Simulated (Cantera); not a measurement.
Mixture: 3.95 % CH4, 15.5 % O2, 80.6 % N2, equivalence ratio 0.51, at 1.01 bar, adiabatic and at constant volume. Ignition delay is the time to a rise of 400 K.

Detailed kinetics in Cantera: GRI-Mech 3.0 (53 species, 325 reactions).

Q: Predict: delay at 1175 K; delay at 1225 K; delay at 1275 K; delay at 1325 K; delay at 1375 K; delay at 1425 K; apparent activation energy between 1325 and 1425 K.

A: 
```json
{
  "delay at 1175 K": "60.2 ms",
  "delay at 1225 K": "29.3 ms",
  "delay at 1275 K": "14.8 ms",
  "delay at 1325 K": "7.81 ms",
  "delay at 1375 K": "4.28 ms",
  "delay at 1425 K": "2.45 ms",
  "apparent activation energy between 1325 and 1425 K": "180 kJ/mol"
}
```
